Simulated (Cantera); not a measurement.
Iron carbonyl, mercury and lead vapours: HgO + O2 + H2

Feed: 1 mol HgO, 0.013 mol O2, a varied amount of H2, held at 698 K and 13.3 mbar.

Equilibrium computed with Cantera from the NASA thermochemical tables; the gas is ideal and each condensed phase is pure. Candidate condensed phases: H2O, Hg, HgO; 10 gas species. The numbers say what is thermodynamically allowed, not how fast it happens.

```json
[
 {"n(H2) (mol)": "0.11", "x H2": "<1e-12", "x Hg": "0.638", "x H2O": "0.0702", "x O2": "0.292"},
 {"n(H2) (mol)": "0.17", "x H2": "<1e-12", "x Hg": "0.626", "x H2O": "0.106", "x O2": "0.268"},
 {"n(H2) (mol)": "0.28", "x H2": "<1e-12", "x Hg": "0.605", "x H2O": "0.169", "x O2": "0.226"},
 {"n(H2) (mol)": "0.46", "x H2": "<1e-12", "x Hg": "0.574", "x H2O": "0.264", "x O2": "0.162"},
 {"n(H2) (mol)": "0.75", "x H2": "<1e-12", "x Hg": "0.530", "x H2O": "0.397", "x O2": "0.0731"},
 {"n(H2) (mol)": "1.2", "x H2": "0.0791", "x Hg": "0.455", "x H2O": "0.466", "x O2": "<1e-12"},
 {"n(H2) (mol)": "2", "x H2": "0.325", "x Hg": "0.333", "x H2O": "0.342", "x O2": "<1e-12"},
 {"n(H2) (mol)": "3.2", "x H2": "0.518", "x Hg": "0.238", "x H2O": "0.244", "x O2": "<1e-12"},
 {"n(H2) (mol)": "5.3", "x H2": "0.678", "x Hg": "0.159", "x H2O": "0.163", "x O2": "<1e-12"},
 {"n(H2) (mol)": "8.6", "x H2": "0.789", "x Hg": "0.104", "x H2O": "0.107", "x O2": "<1e-12"},
 {"n(H2) (mol)": "14", "x H2": "0.865", "x Hg": "0.0667", "x H2O": "0.0684", "x O2": "<1e-12"},
 {"n(H2) (mol)": "23", "x H2": "0.916", "x Hg": "0.0417", "x H2O": "0.0428", "x O2": "<1e-12"},
 {"n(H2) (mol)": "37", "x H2": "0.947", "x Hg": "0.0263", "x H2O": "0.0270", "x O2": "<1e-12"}
]
```
x: gas mole fraction; nothing condenses.

From 0.11 mol H2 to 37 mol H2 nothing is condensed. The main Hg-bearing gas is Hg throughout.
